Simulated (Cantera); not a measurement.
# Diamond growth

A diamond (100) surface in a fixed gas of H2 with x(CH4) = 0.0063, x(H) = 0.00071, at 1100 K, 19000 Pa; coverages are run to steady state.

Computed with Cantera and the Harris–Goodwin 1993 mechanism for the reconstructed diamond (100) surface.

```json
[
 {"x(CH3)": "1e-06", "growth (µm/h)": "0.0829", "θ c6HH": "0.527", "θ c6H*": "0.0272", "θ c6*H": "0.431", "θ c6**": "0.0147", "θ c6HM": "0.000280"},
 {"x(CH3)": "2.4e-06", "growth (µm/h)": "0.199", "θ c6HH": "0.526", "θ c6H*": "0.0272", "θ c6*H": "0.431", "θ c6**": "0.0147", "θ c6HM": "0.000671"},
 {"x(CH3)": "5.9e-06", "growth (µm/h)": "0.488", "θ c6HH": "0.526", "θ c6H*": "0.0272", "θ c6*H": "0.430", "θ c6**": "0.0146", "θ c6HM": "0.00165"},
 {"x(CH3)": "1.4e-05", "growth (µm/h)": "1.15", "θ c6HH": "0.524", "θ c6H*": "0.0271", "θ c6*H": "0.428", "θ c6**": "0.0145", "θ c6HM": "0.00389"},
 {"x(CH3)": "3.5e-05", "growth (µm/h)": "2.85", "θ c6HH": "0.520", "θ c6H*": "0.0268", "θ c6*H": "0.425", "θ c6**": "0.0143", "θ c6HM": "0.00962"},
 {"x(CH3)": "8.4e-05", "growth (µm/h)": "6.66", "θ c6HH": "0.510", "θ c6H*": "0.0263", "θ c6*H": "0.416", "θ c6**": "0.0138", "θ c6HM": "0.0225"},
 {"x(CH3)": "0.0002", "growth (µm/h)": "15.0", "θ c6HH": "0.488", "θ c6H*": "0.0251", "θ c6*H": "0.397", "θ c6**": "0.0128", "θ c6HM": "0.0506"},
 {"x(CH3)": "0.0005", "growth (µm/h)": "32.7", "θ c6HH": "0.441", "θ c6H*": "0.0225", "θ c6*H": "0.356", "θ c6**": "0.0106", "θ c6HM": "0.111"},
 {"x(CH3)": "0.0012", "growth (µm/h)": "60.8", "θ c6HH": "0.367", "θ c6H*": "0.0183", "θ c6*H": "0.290", "θ c6**": "0.00738", "θ c6HM": "0.208"}
]
```
θ: site fractions in the mechanism's names (c6HH fully hydrogenated, c6H* and c6*H radical sites, c6** diradical, c6HM methylated).
